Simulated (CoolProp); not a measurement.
Vapour-liquid equilibrium of R22 (1) + R114 (2) at 1.05 MPa; x and y are mole fractions of (1).

Values from CoolProp's multi-fluid Helmholtz-energy mixture model, Kamei 1995 and Platzer 1990; pair parameters Bell 2016. This equation is an older, rougher fit; its heat capacities, sound speeds and derivatives of the liquid may be far off and weren't checked against measurements.

Problem. Give the bubble temperature and the first vapour's composition at x = 0.5, 0.8, 0.95. Is there an azeotrope?

Solution. x = 0.5: 42.4 °C, y = 0.760; x = 0.8: 31.2 °C, y = 0.916; x = 0.95: 26.7 °C, y = 0.980. No azeotrope shows between x = 0.05 and 0.95.

The pair parameters rest on a limited set of measurements; away from them the model extrapolates.
